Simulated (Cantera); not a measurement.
A perfectly stirred reactor is fed with 3.61 % C3H8, 20.3 % O2, 76.1 % N2, equivalence ratio 0.89, at 4.93 atm; it is adiabatic with a 475 K inlet, and is followed from long to short residence time, starting on the burning branch (τ in s: 0.25, 0.098, 0.039, 0.015, 0.006, 0.0024, 0.00094, 0.00037, 0.00015, 5.8e-05).

Detailed kinetics in Cantera: GRI-Mech 3.0 (53 species, 325 reactions). GRI-Mech 3.0 was tuned for natural gas; its chemistry of propane as a main component is partial and can be far from experiment.

One state of this run: T (K) = 2122; x C3H8 = 1.59e-5; x O2 = 0.0316; x HCN = 8.93e-7; x H2 = 0.00465; x HCO = 3.20e-6; x CH4 = 7.96e-6. x: mole fraction; the columns are a selection and need not sum to one.

Which value of τ (s) does it belong to?
A. 0.00037
B. 0.015
C. 0.0024
D. 0.00015

D, 0.00015
